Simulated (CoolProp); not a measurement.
Vapour-liquid equilibrium of CHF3 (R23) (1) + R13 (2) at -27.55 °C; x and y are mole fractions of (1).

The numbers come from the multi-fluid Helmholtz-energy mixture model, Penoncello 2003 and Platzer 1990; pair parameters Bell 2016 in CoolProp. This equation is an older, rougher fit; its heat capacities, sound speeds and derivatives of the liquid may be far off and weren't checked against measurements.

```csv
x,"bubble pressure, mixture model (MPa)","bubble pressure, Raoult's law (MPa)","y, mixture model","y, Raoult's law"
0.05,…,0.9180,0.104,0.060
0.2,1.137,0.9457,0.306,0.231
0.35,…,0.9735,0.434,0.393
0.5,…,1.001,0.535,0.546
0.65,1.270,1.029,0.634,0.691
0.8,…,1.057,0.750,0.828
0.95,…,1.085,0.919,0.958
```

Fill in the missing entries.


- 0.05, bubble pressure, mixture model (MPa): 0.9826
- 0.35, bubble pressure, mixture model (MPa): 1.223
- 0.5, bubble pressure, mixture model (MPa): 1.264
- 0.8, bubble pressure, mixture model (MPa): 1.237
- 0.95, bubble pressure, mixture model (MPa): 1.144

The largest gap from Raoult's law is +26.3 % in bubble pressure, at x = 0.5. y crosses x between x = 0.5 and 0.65: the model has an azeotrope there.

Pair parameters are fitted to limited data, so mixtures are less certain than the pure fluids.
